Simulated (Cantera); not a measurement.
Cantera run:

```python
import numpy as np
import cantera as ct

gas_names = [...]  # 49 gases of nasa_gas.yaml made of B, Cl, H, N, O
cond_names = """
    B(b) B(L) BN(s) B2O3(L) B3O3H3(cr) H2O(s) H2O(L) NH4CL(a) NH4CL(b)
""".split()


# ... load() reads the species with a 1 bar reference pressure and builds the phases ...
atoms = {
    'BCl3': {'B': 1, 'CL': 3},
    'H2O': {'H': 2, 'O': 1},
    'N2': {'N': 2},
}
top_T = {'BN(s)': 3200}  # K; cautious upper limits of use, not melting points


# ... equilibrate(T, P, feed) seeds the gas with the atoms and calls Mixture.equilibrate('TP', solver="vcs", rtol=1e-11, max_steps=5000) ...
results = []
P = 160  # Pa
for T in [848, 948, 1048, 1148, 1248, 1348, 1448, 1548, 1648, 1748]:
    for m in [0.41, 1.2, 2, 2.8, 3.5, 4.3, 5.1, 5.9, 6.7, 7.4, 8.2, 9]:
        feed = {'BCl3': 1, 'H2O': m, 'N2': 43}  # mol
        mix = equilibrate(T, P, feed)
        results.append((T, P, feed, dict(zip(mix.species_names, mix.species_moles))))

for T, P, feed, n in results:
    print(f"{T:7g} {feed['H2O']:10.4g}  " + (" + ".join(c for c in cond_names if n.get(c, 0) > 1e-12) or "gas only"))
```

Output:

```
    848       0.41  B2O3(L)
    848        1.2  B2O3(L)
    848          2  B2O3(L)
    848        2.8  B2O3(L)
    848        3.5  B2O3(L)
    848        4.3  B2O3(L)
    848        5.1  B2O3(L)
    848        5.9  B2O3(L)
    848        6.7  B2O3(L)
    848        7.4  B2O3(L)
    848        8.2  B2O3(L)
    848          9  B2O3(L)
    948       0.41  B2O3(L)
    948        1.2  B2O3(L)
    948          2  B2O3(L)
    948        2.8  B2O3(L)
    948        3.5  B2O3(L)
    948        4.3  B2O3(L)
    948        5.1  B2O3(L)
    948        5.9  B2O3(L)
    948        6.7  B2O3(L)
    948        7.4  B2O3(L)
    948        8.2  B2O3(L)
    948          9  B2O3(L)
   1048       0.41  BN(s) + B2O3(L)
   1048        1.2  B2O3(L)
   1048          2  B2O3(L)
   1048        2.8  B2O3(L)
   1048        3.5  B2O3(L)
   1048        4.3  B2O3(L)
   1048        5.1  B2O3(L)
   1048        5.9  B2O3(L)
   1048        6.7  B2O3(L)
   1048        7.4  B2O3(L)
   1048        8.2  B2O3(L)
   1048          9  B2O3(L)
   1148       0.41  BN(s)
   1148        1.2  B2O3(L)
   1148          2  B2O3(L)
   1148        2.8  B2O3(L)
   1148        3.5  B2O3(L)
   1148        4.3  B2O3(L)
   1148        5.1  B2O3(L)
   1148        5.9  B2O3(L)
   1148        6.7  B2O3(L)
   1148        7.4  B2O3(L)
   1148        8.2  B2O3(L)
   1148          9  B2O3(L)
   1248       0.41  BN(s)
   1248        1.2  B2O3(L)
   1248          2  B2O3(L)
   1248        2.8  B2O3(L)
   1248        3.5  B2O3(L)
   1248        4.3  B2O3(L)
   1248        5.1  B2O3(L)
   1248        5.9  B2O3(L)
   1248        6.7  B2O3(L)
   1248        7.4  B2O3(L)
   1248        8.2  B2O3(L)
   1248          9  B2O3(L)
   1348       0.41  BN(s)
   1348        1.2  B2O3(L)
   1348          2  B2O3(L)
   1348        2.8  B2O3(L)
   1348        3.5  gas only
   1348        4.3  gas only
   1348        5.1  gas only
   1348        5.9  gas only
   1348        6.7  gas only
   1348        7.4  gas only
   1348        8.2  gas only
   1348          9  gas only
   1448       0.41  BN(s)
   1448        1.2  B2O3(L)
   1448          2  gas only
   1448        2.8  gas only
   1448        3.5  gas only
   1448        4.3  gas only
   1448        5.1  gas only
   1448        5.9  gas only
   1448        6.7  gas only
   1448        7.4  gas only
   1448        8.2  gas only
   1448          9  gas only
   1548       0.41  BN(s)
   1548        1.2  gas only
   1548          2  gas only
   1548        2.8  gas only
   1548        3.5  gas only
   1548        4.3  gas only
   1548        5.1  gas only
   1548        5.9  gas only
   1548        6.7  gas only
   1548        7.4  gas only
   1548        8.2  gas only
   1548          9  gas only
   1648       0.41  BN(s)
   1648        1.2  gas only
   1648          2  gas only
   1648        2.8  gas only
   1648        3.5  gas only
   1648        4.3  gas only
   1648        5.1  gas only
   1648        5.9  gas only
   1648        6.7  gas only
   1648        7.4  gas only
   1648        8.2  gas only
   1648          9  gas only
   1748       0.41  gas only
   1748        1.2  gas only
   1748          2  gas only
   1748        2.8  gas only
   1748        3.5  gas only
   1748        4.3  gas only
   1748        5.1  gas only
   1748        5.9  gas only
   1748        6.7  gas only
   1748        7.4  gas only
   1748        8.2  gas only
   1748          9  gas only
```

Equilibrium computed with Cantera from the NASA thermochemical tables; the gas is ideal and each condensed phase is pure. N2 is the only nitrogen source here; it is nearly inert below about 1500 K, so the nitride shown seldom forms there in practice. The tables' values for BCl2 are old estimates. Gases not in the tables: H3BO3.
